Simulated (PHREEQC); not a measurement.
Make-up at 25 °C: 3.9e-05 mol/kgw HCl and 0.00027 mol/kgw ZnCl2. Closed to the air; pH follows from the charge balance.

All values are PHREEQC results (ion-association model, wateq4f.dat), not measurements.

Precipitation was switched off in this run.

**Question.** Predict the pH.

**Answer.** pH 4.42.
